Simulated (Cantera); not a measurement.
Feed: 1 mol Si2H6, 0.35 mol Cl2, 17 mol N2, equilibrated at 1323 K and 42.0 mbar.

Cantera equilibrium calculation (NASA polynomials, part measured and part estimated; ideal gas, pure solids and liquids). Candidate condensed phases: NH4Cl, Si, Si3N4; 28 gas species. The feed counts by its element totals alone. N2 is the only nitrogen source here; it is nearly inert below about 1500 K, so the nitride shown seldom forms there in practice. Equilibrium is a limit: real reactors are often held back by kinetics, nucleation or transport.

Base state: N2 0.824, H2 0.139, HCl 0.0367, SiCl2 2.33e-5 (mole fractions); condensed: Si3N4(s).

Problem. What changes in the equilibrium state with this change: Cl2 from 0.35 to 0.98 mol?

Solution. 
```
species         before     after
-------------  -------  --------
N2               0.824     0.798
H2               0.139     0.104
HCl             0.0367    0.0973
SiCl4          4.31e-6  0.000389
SiCl3          4.28e-6  0.000126
SiHCl3         8.29e-7   2.11e-5
SiCl2          2.33e-5  0.000224
Si3N4(s), mol    0.666     0.662
```
The tables' values for SiCl3 are old estimates; treat these amounts as uncertain.
